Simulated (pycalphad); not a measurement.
All values are pycalphad results on the COST 507 light-alloy database (1999) (1 atm), not direct measurements. The database dates from 1999; later assessments differ in places, in temperatures and in the compounds included. Phase fractions are per mole of atoms.

Give the equilibrium state of Fe-93.4Si (at.%) at 1370 K.

diamond (Si), fraction 0.780, with 100 Si at.%; FESI2_H, fraction 0.220, with 70.0 Si at.%.

Give the equilibrium state of Fe-93.4Si (at.%) at 1570 K.


```
T = 1570.00 K, P = 101325 Pa, N = 1 mol of atoms
G = -67851 J/mol, H = 38029 J/mol, S = 67.44 J/(mol K)  (SER reference)
chemical potentials (J/mol): Fe -163379, Si -61101
phase             fraction      x(Fe)      x(Si)
DIAMOND_A4          0.6876       none     1.0000
LIQUID              0.3124     0.2113     0.7887
```

Database names, with the compositions (at.%) that they take in these runs: FESI2_H: Si 70 Fe 30. DIAMOND_A4 is diamond (Si). An entry "none" or "no" means that the model of the phase leaves that element out.
